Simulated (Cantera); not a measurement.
Thermodynamics of silicon etching in halogen gases, feed Si + HCl

Charge: 1 mol Si, a varied amount of HCl, held at 800 K and 50.0 mbar.

These are equilibrium values from Cantera (NASA tables, ideal gas, pure condensed phases), not measurements of a reactor. Candidate condensed phases: Si; 19 gas species. The tables' values for SiCl3 are old estimates; treat these amounts as uncertain. Equilibrium is a limit: real reactors are often held back by kinetics, nucleation or transport.

From 2.7 mol HCl to 3.6 mol HCl the condensed part is Si(s). From 4.2 mol HCl to 15 mol HCl nothing is condensed. The main Si-bearing gas is SiCl4 throughout.

```csv
n(HCl) (mol),log p HCl,log p H2,log p SiCl4,log p SiHCl3,log p SiH2Cl2,log p SiCl3,log p SiCl2,log p SiH3Cl,n Si(s)
2.7,-3.80,-1.49,-1.83,-2.57,-4.40,-4.98,-6.09,-6.87,0.299
3.1,-3.80,-1.49,-1.83,-2.57,-4.40,-4.98,-6.09,-6.87,0.195
3.6,-3.80,-1.49,-1.83,-2.57,-4.40,-4.98,-6.09,-6.87,0.0649
4.2,-2.49,-1.51,-1.81,-3.87,-7.03,-6.28,-8.70,-10.82,0
4.8,-1.98,-1.58,-1.88,-4.53,-8.27,-6.90,-9.87,-12.65,0
5.5,-1.78,-1.65,-1.95,-4.87,-8.89,-7.21,-10.41,<-13,0
6.3,-1.66,-1.72,-2.03,-5.13,-9.33,-7.43,-10.78,<-13,0
7.3,-1.58,-1.80,-2.10,-5.36,-9.72,-7.62,-11.10,<-13,0
8.4,-1.53,-1.87,-2.17,-5.56,-10.04,-7.78,-11.35,<-13,0
9.7,-1.48,-1.94,-2.24,-5.74,-10.33,-7.93,-11.57,<-13,0
11,-1.46,-2.00,-2.30,-5.89,-10.57,-8.05,-11.75,<-13,0
13,-1.43,-2.08,-2.38,-6.08,-10.87,-8.20,-11.97,<-13,0
15,-1.41,-2.15,-2.45,-6.23,-11.11,-8.32,-12.14,<-13,0
```
log p: log10 of the partial pressure in bar; n: condensed amount in mol.
